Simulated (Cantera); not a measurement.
A Cantera script and what it prints.

```python
import numpy as np
import cantera as ct

gas_names = """
    CL CL2 H HCL H2 Si SiCL SiCL2 SiCL3 SiCL4 SiH SiHCL3 SiH2 SiH2CL2 SiH3 SiH3CL SiH4 Si2 Si3
""".split()
cond_names = """
    Si(cr) Si(L)
""".split()


def load(file, names, dense=False):
    # The tables refer to 1 bar. Condensed volumes are neglected.
    table = {s.name: s for s in ct.Species.list_from_file(file)}
    out = []
    for n in names:
        d = dict(table[n].input_data)
        d["thermo"] = dict(d["thermo"], **{"reference-pressure": 1e5})
        if dense:
            d["equation-of-state"] = {"model": "constant-volume", "density": "1e6 g/cm^3"}
        out.append(ct.Species.from_dict(d))
    return out


gas = ct.Solution(thermo="ideal-gas", species=load("nasa_gas.yaml", gas_names))
cond = {s.name: ct.Solution(thermo="fixed-stoichiometry", species=[s], name=s.name)
        for s in load("nasa_condensed.yaml", cond_names, dense=True)}
atoms = {
    'SiCl4': {'Si': 1, 'CL': 4},
    'Cl2': {'CL': 2},
    'H2': {'H': 2},
}
top_T = {}  # K; cautious upper limits of use, not melting points


def equilibrate(T, P, feed):
    n = {}
    for name, mol in feed.items():
        for a, k in atoms[name].items():
            n[a] = n.get(a, 0.0) + k * mol
    gas.TPX = T, P, n
    mass = sum(n.values()) * gas.mean_molecular_weight
    gas.equilibrate("TP")
    valid = [c for c in cond.values() if c.min_temp <= T <= top_T.get(c.name, c.max_temp)]
    mix = ct.Mixture([(gas, mass / gas.mean_molecular_weight)] + [(c, 0.0) for c in valid])
    mix.T, mix.P = T, P
    mix.equilibrate("TP", solver="vcs", rtol=1e-11, max_steps=5000)
    return mix


results = []
feed = {'SiCl4': 1, 'Cl2': 0.55, 'H2': 0.5}  # mol
T = 1575  # K
P = 101325  # Pa
mix = equilibrate(T, P, feed)
results.append((T, P, feed, dict(zip(mix.species_names, mix.species_moles))))
print(gas.report(threshold=1e-05))
for i in range(1, mix.n_phases):
    print(f"{mix.phase(i).name:16s} {mix.phase_moles(i):12.5e} mol")
```

Result:

```
       temperature   1575 K
          pressure   1.0132e+05 Pa
           density   0.78708 kg/m^3
  mean mol. weight   101.72 kg/kmol
   phase of matter   gas

                          1 kg             1 kmol
                     ---------------   ---------------
          enthalpy       -2.7463e+06       -2.7936e+08  J
   internal energy        -2.875e+06       -2.9246e+08  J
           entropy            3661.9        3.7249e+05  J/K
    Gibbs function       -8.5137e+06       -8.6604e+08  J
 heat capacity c_p             683.5             69527  J/K
 heat capacity c_v            601.76             61213  J/K

                      mass frac. Y      mole frac. X     chem. pot. / RT
                     ---------------   ---------------   ---------------
                CL         0.0043997          0.012625           -17.268
               CL2          0.012598          0.018074           -34.535
               HCL            0.1737           0.48465           -33.311
             SiCL3        0.00040101        0.00030343           -84.151
             SiCL4            0.8089           0.48435           -101.42
     [  +14 minor]        7.9752e-07        2.3465e-06

Si(cr)            0.00000e+00 mol
```

Cantera equilibrium calculation (NASA polynomials, part measured and part estimated; ideal gas, pure solids and liquids). The tables' values for SiCl3 are old estimates; treat these amounts as uncertain.
